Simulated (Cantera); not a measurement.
**Thermodynamics of silicon epitaxy and polysilicon growth, feed SiHCl3 + HCl + N2**

A closed system holds: 1 mol SiHCl3, 0.055 mol HCl, 91 mol N2, equilibrated at 0.0100 bar.

These are equilibrium values from Cantera (NASA tables, ideal gas, pure condensed phases), not measurements of a reactor. Candidate condensed phases: NH4Cl, Si, Si3N4; 28 gas species. N2 is the only nitrogen source here; it is nearly inert below about 1500 K, so the nitride shown seldom forms there in practice. The tables' values for SiCl3 are old estimates; treat these amounts as uncertain. Rates play no part.

From 825 K to 1425 K the condensed part is Si3N4(s). From 1500 K to 1725 K nothing is condensed. The main Si-bearing gas is SiCl4 at 825 K and SiCl2 at 1725 K.

| T (K) | log p N2 | log p HCl | log p SiCl2 | log p SiCl4 | n Si3N4(s) |
|---|---|---|---|---|---|
| 825 | -2.01 | -3.99 | -11.29 | -4.24 | 0.158 |
| 900 | -2.01 | -3.98 | -9.79 | -4.25 | 0.159 |
| 975 | -2.01 | -3.97 | -8.53 | -4.25 | 0.160 |
| 1050 | -2.01 | -3.97 | -7.46 | -4.25 | 0.161 |
| 1125 | -2.01 | -3.97 | -6.53 | -4.26 | 0.160 |
| 1200 | -2.01 | -3.97 | -5.73 | -4.28 | 0.157 |
| 1275 | -2.01 | -3.97 | -5.04 | -4.35 | 0.142 |
| 1350 | -2.01 | -3.97 | -4.50 | -4.53 | 0.102 |
| 1425 | -2.01 | -3.98 | -4.16 | -4.97 | 0.0405 |
| 1500 | -2.01 | -4.00 | -4.02 | -5.59 | 0 |
| 1575 | -2.01 | -3.99 | -4.00 | -5.90 | 0 |
| 1650 | -2.01 | -3.98 | -3.99 | -6.26 | 0 |
| 1725 | -2.01 | -3.99 | -3.98 | -6.68 | 0 |
log p: log10 of the partial pressure in bar; n: condensed amount in mol.
